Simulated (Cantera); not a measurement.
Charge: 1 mol HMDSO, 6.1 mol O3, 7.1 mol H2, held at 1975 K and 3200 Pa.

Cantera equilibrium calculation (NASA polynomials, part measured and part estimated; ideal gas, pure solids and liquids). Candidate condensed phases: C, C6H6, C7H8, C8H18, H2O, Si, SiC, SiO2; 123 gas species. The feed counts by its element totals alone. The tables hold silica as quartz up to 1696 K and as liquid above; real silica turns to tridymite and cristobalite and melts near 1996 K. Gases not in the tables: Si(OH)4. Equilibrium is a limit: real reactors are often held back by kinetics, nucleation or transport.

Base state: H2O 0.369, H2 0.354, CO 0.219, CO2 0.0510, H 0.00455, SiO 0.00145, OH 0.000452 (mole fractions); condensed: SiO2(condensed).

What changes in the equilibrium state with this change: temperature from 1975 K to 523.15 K?


```
species                 before     after
--------------------  --------  --------
H2O                      0.369     0.582
CO2                     0.0510     0.179
CH4                      <1e-9     0.168
H2                       0.354    0.0706
CO                       0.219  0.000242
SiO                    0.00145     <1e-9
H                      0.00455     <1e-9
OH                    0.000452     <1e-9
SiO2(condensed), mol      1.97         0
C(graphite), mol             0     0.339
SiO2(α-quartz), mol          0      2.00
```
